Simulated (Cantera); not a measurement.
Cantera run, input and output.

```python
import numpy as np
import cantera as ct

gas = ct.Solution("gri30.yaml")
gas.TPX = 800, 42000, {'C3H8': 1, 'O2': 7.58, 'N2': 56.8}
inlet = ct.Reservoir(gas, clone=True)
gas.equilibrate("HP")  # start burning
reactor = ct.IdealGasConstPressureReactor(gas, energy="on", clone=False)
exhaust = ct.Reservoir(gas, clone=True)
tau = [0.092, 0.042, 0.019, 0.009, 0.0041, 0.0019, 0.00087, 0.0004, 0.00019, 8.5e-05][0]
for a, b in ((inlet, reactor), (reactor, exhaust)):
    ct.MassFlowController(a, b, mdot=lambda t: reactor.mass / tau)
net = ct.ReactorNet([reactor])
show = ['C3H8', 'O2', 'CH2O', 'C2H2', 'NO']

rows = []
print(f"{'tau/s':>10s}{'T/K':>9s}" + "".join(f"{s:>11s}" for s in show))
for tau in [0.092, 0.042, 0.019, 0.009, 0.0041, 0.0019, 0.00087, 0.0004, 0.00019, 8.5e-05]:
    net.initial_time = 0.0
    net.advance(30 * tau)
    before = gas.X
    net.advance(40 * tau)
    drift = np.max(np.abs(gas.X - before) / (gas.X + 1e-9))
    rows.append([gas.T, *gas[show].X, drift])
    print(f"{tau:10.3e}{gas.T:9.1f}" + "".join(f"{x:11.3e}" for x in gas[show].X))
```

Output:

```
     tau/s      T/K       C3H8         O2       CH2O       C2H2         NO
 9.200e-02   1646.5  1.345e-06  3.905e-02  1.018e-06  8.595e-07  1.104e-05
 4.200e-02   1635.2  2.154e-06  3.929e-02  1.745e-06  1.056e-06  1.008e-05
 1.900e-02   1618.6  3.484e-06  3.970e-02  3.015e-06  1.331e-06  9.679e-06
 9.000e-03   1597.0  5.625e-06  4.031e-02  5.117e-06  1.727e-06  9.295e-06
 4.100e-03   1567.0  9.856e-06  4.133e-02  9.236e-06  2.455e-06  8.263e-06
 1.900e-03   1529.4  1.883e-05  4.301e-02  1.755e-05  3.944e-06  6.364e-06
 8.700e-04   1479.2  4.385e-05  4.622e-02  3.827e-05  8.186e-06  3.823e-06
 4.000e-04    800.0  1.530e-02  1.159e-01  4.149e-15 -3.318e-18 -1.196e-20
 1.900e-04    800.0  1.530e-02  1.159e-01  8.849e-16  4.996e-22  1.800e-24
 8.500e-05    800.0  1.530e-02  1.159e-01  1.574e-16  7.431e-27  1.075e-30
```

Cantera simulation using GRI-Mech 3.0 (53 species, 325 reactions); the numbers are that mechanism's predictions, not measurements. GRI-Mech 3.0 was tuned for natural gas; its chemistry of propane as a main component is partial and can be far from experiment.
